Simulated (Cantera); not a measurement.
# Al + O₂ + N₂ (aluminium nitride and oxide growth)

A closed system holds: 1 mol Al, 8.2 mol O₂, 1.2 mol N₂, equilibrated at 133 Pa.

Equilibrium computed with Cantera from the NASA thermochemical tables; the gas is ideal and each condensed phase is pure. Candidate condensed phases: Al, AlN, Al₂O₃; 16 gas species. Kinetics and transport are ignored.

| T (°C) | x O₂ | x N₂ | x O | x NO | x NO₂ | x AlO | x N | n Al₂O₃(s) |
|---|---|---|---|---|---|---|---|---|
| 550 | 0.861 | 0.139 | 5.85e-12 | 2.50e-6 | 4.48e-8 | <1e-12 | <1e-12 | 0.500 |
| 650 | 0.861 | 0.139 | 3.17e-10 | 1.06e-5 | 7.59e-8 | <1e-12 | <1e-12 | 0.500 |
| 750 | 0.861 | 0.139 | 7.91e-9 | 3.40e-5 | 1.16e-7 | <1e-12 | <1e-12 | 0.500 |
| 850 | 0.861 | 0.139 | 1.12e-7 | 8.86e-5 | 1.65e-7 | <1e-12 | <1e-12 | 0.500 |
| 950 | 0.861 | 0.139 | 1.03e-6 | 0.000197 | 2.22e-7 | <1e-12 | <1e-12 | 0.500 |
| 1050 | 0.861 | 0.139 | 6.76e-6 | 0.000389 | 2.86e-7 | <1e-12 | <1e-12 | 0.500 |
| 1150 | 0.861 | 0.138 | 3.42e-5 | 0.000698 | 3.55e-7 | <1e-12 | <1e-12 | 0.500 |
| 1250 | 0.861 | 0.138 | 0.000140 | 0.00116 | 4.30e-7 | <1e-12 | 1.10e-12 | 0.500 |
| 1350 | 0.860 | 0.138 | 0.000483 | 0.00181 | 5.08e-7 | <1e-12 | 1.13e-11 | 0.500 |
| 1450 | 0.859 | 0.137 | 0.00144 | 0.00267 | 5.88e-7 | 2.42e-12 | 8.87e-11 | 0.500 |
| 1550 | 0.856 | 0.137 | 0.00382 | 0.00377 | 6.69e-7 | 7.15e-11 | 5.55e-10 | 0.500 |
| 1650 | 0.850 | 0.136 | 0.00914 | 0.00513 | 7.47e-7 | 1.48e-9 | 2.86e-9 | 0.500 |
| 1750 | 0.839 | 0.134 | 0.0200 | 0.00672 | 8.19e-7 | 2.26e-8 | 1.26e-8 | 0.500 |
| 1850 | 0.819 | 0.132 | 0.0404 | 0.00851 | 8.77e-7 | 2.67e-7 | 4.78e-8 | 0.500 |
x: gas mole fraction; n: condensed amount in mol.

From 550 °C to 1850 °C the condensed part is Al₂O₃(s).
